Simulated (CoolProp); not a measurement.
Vapour-liquid equilibrium of hydrogen sulfide (1) + n-butane (2) at 318.1 K; x and y are mole fractions of (1).

Values from CoolProp's multi-fluid Helmholtz-energy mixture model, Lemmon 2006 and Bücker 2006; pair parameters Kunz 2012.

Question: Give the bubble pressure and the first vapour's composition at x = 0.25, 0.45, 0.75. Is there an azeotrope?

Answer: x = 0.25: 13.65 bar, y = 0.701; x = 0.45: 19.43 bar, y = 0.814; x = 0.75: 26.46 bar, y = 0.910. No azeotrope shows between x = 0.05 and 0.95.

The pair parameters rest on a limited set of measurements; away from them the model extrapolates.
